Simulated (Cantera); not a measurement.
An adiabatic, constant-pressure homogeneous reactor starts with 6.06 % CH₃OH, 18.5 % O₂, 69.7 % N₂, 5.75 % H₂O, at 1700 K and 0.296 atm.

Model: GRI-Mech 3.0 (53 species, 325 reactions), integrated in Cantera. GRI-Mech 3.0 was tuned for natural gas; its chemistry of methanol as a main component is partial and can be far from experiment.

### Question
Predict: time of steepest temperature rise; temperature at 0.200 s; equilibrium temperature; x(O₂) at 0.200 s; x(H₂O) at 0.200 s; x(NO₂) at 0.200 s.

### Answer
| Quantity | Result |
|---|---|
| time of steepest temperature rise | 0.159 ms |
| temperature at 0.200 s | 2445 K |
| equilibrium temperature | 2445 K |
| x(O₂) at 0.200 s | 0.0843 (gas-phase equilibrium 0.0843) |
| x(H₂O) at 0.200 s | 0.157 (gas-phase equilibrium 0.157) |
| x(NO₂) at 0.200 s | 3.95e-6 (gas-phase equilibrium 3.96e-6) |
